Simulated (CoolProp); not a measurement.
Vapour-liquid equilibrium of dimethyl ether (1) + n-hexane (2) at 368.5 K; x and y are mole fractions of (1).

Values from CoolProp's multi-fluid Helmholtz-energy mixture model, Wu 2011 and Thol 2019; pair parameters Bell 2016.

Q: Give the bubble pressure and the first vapour's composition at x = 0.2, 0.35, 0.65. Is there an azeotrope?

A: x = 0.2: 7.681 bar, y = 0.729; x = 0.35: 11.66 bar, y = 0.832; x = 0.65: 19.23 bar, y = 0.921. No azeotrope shows between x = 0.05 and 0.95.

The pair parameters rest on a limited set of measurements; away from them the model extrapolates.
